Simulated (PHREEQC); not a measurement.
Buffer

Dissolve 0.76 mol/kgw NaHSO4, 3e-05 mol/kgw Na2B4O7 and 0.00023 mol/kgw KCl at 25 °C. Closed to the air; pH follows from the charge balance.

The numbers come from PHREEQC with the ion-association model, phreeqc.dat.

```json
{
  "pH": "0.74",
  "ionic_strength": "1.07 mol/kgw",
  "activity_of_water": "0.971",
  "density": "1.061 g/cm³",
  "total_alkalinity": "-760 meq/kg"
}
```

| species | molality | activity | log γ |
|---|---|---|---|
| Na+ | 0.671 | 0.494 | -0.133 |
| HSO4- | 0.515 | 0.413 | -0.095 |
| H+ | 0.245 | 0.182 | -0.130 |
| SO4-2 | 0.156 | 0.0234 | -0.825 |
| NaSO4- | 0.0889 | 0.0579 | -0.186 |
| Cl- | 0.000230 | 0.000139 | -0.218 |
| K+ | 0.000200 | 0.000119 | -0.225 |
| H3BO3 | 0.000120 | 0.000154 | 0.107 |
| KSO4- | 3.00e-5 | 1.96e-5 | -0.186 |

No solid was allowed to form. Ionic strength above about 0.7 mol/kgw puts this run outside the model's range. Complexes and solids missing from the database can't appear.
